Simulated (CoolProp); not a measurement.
n-hexane along the isotherm 516 K: fugacity coefficient from the reference equation and from simpler models built on Tc = 507.8 K, pc = 30.44 bar, ω = 0.300; each cubic takes its own stable root.

Computed with CoolProp (reference Helmholtz-energy equation of state, Thol 2019).

```csv
p (bar),phase,reference
1.09,gas,0.9882
2.17,gas,0.9765
3.26,gas,0.9648
4.35,gas,0.9531
5.44,gas,0.9414
6.52,gas,0.9300
7.61,gas,0.9184
8.7,gas,0.9069
9.78,gas,0.8955
10.9,gas,0.8838
12,gas,0.8723
13,gas,0.8619
14.1,gas,0.8504
15.2,gas,0.8390
```

Q: How far does each simpler model (van der Waals, Redlich-Kwong, Soave-Redlich-Kwong) lie from the reference over these 14 states: mean and median of the absolute difference, and the worst?

A: 
- van der Waals: mean 1.2 %, median 1.2 %, worst +2.3 % at 516 K and 15.2 bar
- Redlich-Kwong: mean 0.2 %, median 0.2 %, worst +0.3 % at 516 K and 15.2 bar
- Soave-Redlich-Kwong: mean 0.3 %, median 0.3 %, worst +0.5 % at 516 K and 15.2 bar
